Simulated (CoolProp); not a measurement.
Ethylbenzene at 293.15 K and 7.89 MPa is throttled through a valve to 2.56 MPa with no heat exchange. Each further row changes one setting.

Computed with CoolProp (reference Helmholtz-energy equation of state, Zhou 2012).

| case | temperature change (K) | final density (kg/m³) |
|---|---|---|
| as stated | +2.5 | 866 |
| outlet pressure 0.768 MPa | +3.4 | 864 |
| outlet pressure 3.33 MPa | +2.2 | 867 |
